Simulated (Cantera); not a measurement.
Equilibrium for chemical vapour transport: Al + H2O + N2

Charge: 1 mol Al, 0.039 mol H2O, 0.11 mol N2, equilibrated at 0.0500 bar.

Equilibrium computed with Cantera from the NASA thermochemical tables; the gas is ideal and each condensed phase is pure. Candidate condensed phases: Al, AlN, Al2O3, H2O; 35 gas species. Mutual solubility and eutectic melting of coexisting phases are not modelled. Kinetics and transport are ignored.

From 725 °C to 1375 °C the condensed part is Al(l) + AlN(s) + Al2O3(s).

```
T (°C)   x H2    x Al2O      x Al       x H     x AlH    x AlOH     x Al2     x H2O  n Al(l)  n AlN(s)  n Al2O3(s)
------  -----  --------  --------  --------  --------  --------  --------  --------  -------  --------  ----------
725      1.00  3.84e-11  9.39e-10   9.62e-9   4.77e-9    <1e-12    <1e-12    <1e-12    0.754     0.220      0.0130
775      1.00  3.54e-10   5.69e-9   3.45e-8   1.90e-8    <1e-12    <1e-12    <1e-12    0.754     0.220      0.0130
825      1.00   2.65e-9   2.91e-8   1.11e-7   6.67e-8  3.55e-12    <1e-12    <1e-12    0.754     0.220      0.0130
875     1.000   1.66e-8   1.29e-7   3.20e-7   2.09e-7  1.97e-11    <1e-12  3.06e-12    0.754     0.220      0.0130
925     1.000   8.83e-8   5.04e-7   8.50e-7   5.93e-7  9.48e-11  4.07e-12  1.21e-11    0.754     0.220      0.0130
975     1.000   4.10e-7   1.76e-6   2.09e-6   1.55e-6  4.00e-10  2.48e-11  4.30e-11    0.754     0.220      0.0130
1025    1.000   1.68e-6   5.58e-6   4.79e-6   3.74e-6   1.51e-9  1.31e-10  1.38e-10    0.754     0.220      0.0130
1075    1.000   6.19e-6   1.62e-5   1.03e-5   8.44e-6   5.14e-9  6.11e-10  4.06e-10    0.754     0.220      0.0130
1125    1.000   2.07e-5   4.35e-5   2.12e-5   1.80e-5   1.60e-8   2.54e-9   1.10e-9    0.754     0.220      0.0130
1175    1.000   6.33e-5  0.000109   4.12e-5   3.62e-5   4.58e-8   9.51e-9   2.80e-9    0.754     0.220      0.0130
1225    0.999  0.000179  0.000256   7.68e-5   6.95e-5   1.22e-7   3.26e-8   6.65e-9    0.754     0.220      0.0130
1275    0.999  0.000473  0.000568  0.000138  0.000128   3.05e-7   1.03e-7   1.49e-8    0.754     0.220      0.0130
1325    0.997   0.00117   0.00120  0.000238  0.000226   7.19e-7   3.00e-7   3.18e-8    0.754     0.220      0.0130
1375    0.994   0.00274   0.00241  0.000397  0.000384   1.60e-6   8.21e-7   6.46e-8    0.754     0.220      0.0130
```
x: gas mole fraction; n: condensed amount in mol.
